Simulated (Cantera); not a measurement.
A closed system holds: 1 mol CS₂, 2.4 mol H₂O, 9 mol N₂, equilibrated at 3498 K.

Cantera equilibrium calculation (NASA polynomials, part measured and part estimated; ideal gas, pure solids and liquids). Candidate condensed phases: C, C₆H₆, C₇H₈, C₈H₁₈, H₂O, H₂SO₄, S; 150 gas species. Rates play no part.

Q: At 120 Pa, list the 6 most abundant gas species with their mole fractions, and the condensed phases.

A: N₂ 0.491, H 0.263, S 0.109, O 0.0756, CO 0.0549, N 0.00444. Condensed: gas only.
